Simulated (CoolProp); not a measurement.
A closed Brayton cycle with carbon dioxide: compressor inlet 322.15 K and 9.5 MPa, high pressure 21.6 MPa, turbine inlet 745 K, compressor efficiency 0.89, turbine efficiency 0.85, recuperator effectiveness 0.9 (on enthalpy, no pinch check). Each further row changes one setting.

Computed with CoolProp (reference Helmholtz-energy equation of state, Span 1996).

```csv
case,thermal efficiency (%),net work (kJ/kg),compressor to turbine work,compressor exit (K),turbine exit (K)
as stated,28.5,60.4,0.34,376.9,656.1
turbine inlet 695 K,26.6,53.1,(withheld),376.9,(withheld)
compressor inlet 332.15 K,27.3,53.0,0.42,(withheld),656.1
high pressure 18.4 MPa,26.7,50.9,0.32,366.1,(withheld)
recuperator effectiveness 0.5,17.5,60.4,0.34,376.9,656.1
```

### Question
What belongs in the gaps?

### Answer

- turbine inlet 695 K, compressor to turbine work: 0.37
- turbine inlet 695 K, turbine exit (K): 609.2
- compressor inlet 332.15 K, compressor exit (K): 397.7
- high pressure 18.4 MPa, turbine exit (K): 673.2
